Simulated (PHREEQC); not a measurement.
1.8 g of hydrous ferric oxide (600 m²/g; 0.2 weak and 0.005 strong sites per Fe, Dzombak-Morel constants, diffuse double layer) in 1 kg of water with 0.3 mol/kgw of an inert sodium salt and 4.1e-06 mol/kgw H3BO3 and 0.00036 mol/kgw CaCl2, at 25 °C; the pH is set by adding NaOH or the inert anion's acid. O2 is buffered at 0.21 atm. The system is closed to CO2. Nothing may precipitate in this run.

The series has 13 steps of pH, from 3 to 9.

The numbers come from PHREEQC with the ion-association model, wateq4f.dat.

Task: Near which pH is half of the Ca sorbed, and on which side is more sorbed?

Result: Near pH 8.4, with more sorbed at higher pH.

Complexes and solids missing from the database can't appear. The oxide is taken as insoluble; below pH 4 it would dissolve.
